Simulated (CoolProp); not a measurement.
Values from CoolProp's reference Helmholtz-energy equation of state, Lemmon 2016.

Question: Give the vapour pressure (MPa), vapour density (kg/m³) of saturated R365MFC at 124.15, 177.55 °C.

Answer: 
```csv
T (°C),p (MPa),vapour density (kg/m³)
124.15,1.01,58.8
177.55,2.78,228
```
